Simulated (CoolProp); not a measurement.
R404A at several states: Z from the reference equation and from simpler models built on Tc = 345.3 K, pc = 37.35 bar, ω = 0.293; each cubic takes its own stable root.

Computed with CoolProp (reference Helmholtz-energy equation of state, Lemmon 2003). It is a pseudo-pure fit of the blend.

```csv
T (K),p (bar),phase,reference,Redlich-Kwong,Soave-Redlich-Kwong,Peng-Robinson
452.4,104,supercritical,0.6899,0.6698,0.7692,0.7265
456.7,70.3,supercritical,0.7671,0.7358,0.8149,0.7794
239.3,15.3,liquid,0.05900,0.07038,0.06737,0.05957
```
